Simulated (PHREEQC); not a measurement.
Dissolve 0.0015 mol Ca(OH)2 and 0.035 mol Ba(OH)2 per kg of water at 83 °C and 300 atm. Closed to the air; pH follows from the charge balance.

Computed with PHREEQC (ion-association model, phreeqc.dat).

Task: The ionic strength comes out as 0.109 mol/kgw. What activity coefficients do Ba+2, Ca+2, CaOH+, BaOH+, OH- get?

Result: Ba+2 0.32, Ca+2 0.35, CaOH+ 0.76, BaOH+ 0.76, OH- 0.73.

This is a speciation only: nothing precipitates in the calculation. Under pressure, the constants of complexes without a molar volume in the database are unreliable. Away from 25 °C the constants follow the database's enthalpies or fits; those with neither stay at their 25 °C values.
